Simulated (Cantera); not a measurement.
Input (Python, Cantera):

```python
import numpy as np
import cantera as ct

gas = ct.Solution("gri30.yaml")
gas.TPX = 475, 14000, {'CH3OH': 1, 'O2': 1.81, 'N2': 7.77}
flame = ct.FreeFlame(gas, width=0.16)
flame.set_refine_criteria(ratio=3, slope=0.08, curve=0.16)
flame.transport_model = "mixture-averaged"
flame.solve(loglevel=0, auto=True)
z, T = flame.grid, flame.T
thick = (T[-1] - T[0]) / np.gradient(T, z).max()
show = ['CH3OH', 'O2', 'C2H4', 'H2', 'HO2', 'H2O2']
print(f"laminar burning velocity  {flame.velocity[0] * 100:.3f} cm/s")
print(f"burnt temperature         {T[-1]:.1f} K")
print(f"thermal thickness         {thick * 1e3:.4f} mm")
print(f"grid points               {len(z)}")
z0 = z[flame.heat_release_rate.argmax()]
print(f"{'z/mm':>9s}{'T/K':>9s}{'u/(m/s)':>9s}" + "".join(f"{s:>11s}" for s in show))
rows = []
for k in (-3, -2, -1.5, -1, -0.5, -0.25, 0, 0.25, 0.5, 1, 2, 4, 8):
    zz = z0 + k * thick
    rows.append([k * thick, np.interp(zz, z, T), np.interp(zz, z, flame.velocity),
                 *(np.interp(zz, z, flame.X[gas.species_index(s)]) for s in show)])
    print(f"{rows[-1][0] * 1e3:9.3f}{rows[-1][1]:9.1f}{rows[-1][2]:9.3f}" + "".join(f"{x:11.3e}" for x in rows[-1][3:]))
```

Output:

```
laminar burning velocity  76.935 cm/s
burnt temperature         2059.9 K
thermal thickness         2.1889 mm
grid points               148
     z/mm      T/K  u/(m/s)      CH3OH         O2       C2H4         H2        HO2       H2O2
   -6.567    475.2    0.771  9.440e-02  1.708e-01  1.239e-11  1.258e-03  1.654e-07  3.532e-07
   -4.378    477.5    0.776  9.415e-02  1.703e-01  2.399e-10  3.355e-03  2.189e-06  4.689e-06
   -3.283    487.2    0.794  9.359e-02  1.691e-01  1.600e-09  5.768e-03  1.124e-05  2.365e-05
   -2.189    550.0    0.904  9.021e-02  1.636e-01  1.545e-08  1.013e-02  8.240e-05  1.528e-04
   -1.094    867.1    1.462  6.753e-02  1.374e-01  1.336e-07  1.667e-02  6.911e-04  8.086e-04
   -0.547   1203.8    2.076  3.682e-02  1.084e-01  3.129e-07  2.011e-02  1.821e-03  1.181e-03
    0.000   1554.9    2.740  4.963e-03  7.628e-02  4.960e-07  2.031e-02  1.307e-03  1.448e-04
    0.547   1654.5    2.922  4.606e-05  5.760e-02  6.724e-08  1.400e-02  2.975e-05  2.780e-07
    1.094   1677.8    2.953  1.216e-07  4.860e-02  2.187e-09  1.075e-02  3.073e-06  1.519e-07
    2.189   1709.4    2.991  3.562e-12  4.239e-02  1.693e-12  1.003e-02  2.530e-06  1.445e-07
    4.378   1749.4    3.046  6.378e-16  3.935e-02  7.539e-17  1.002e-02  2.188e-06  1.205e-07
    8.755   1801.8    3.125  1.005e-18  3.748e-02  2.543e-23  9.029e-03  1.833e-06  9.144e-08
   17.511   1865.7    3.223  5.424e-19  3.551e-02  2.189e-28  7.341e-03  1.425e-06  6.440e-08
```

Computed with Cantera and GRI-Mech 3.0 (53 species, 325 reactions). GRI-Mech 3.0 was tuned for natural gas; its chemistry of methanol as a main component is partial and can be far from experiment. Burning velocities carry a grid error of a few per cent, more on coarse grids.
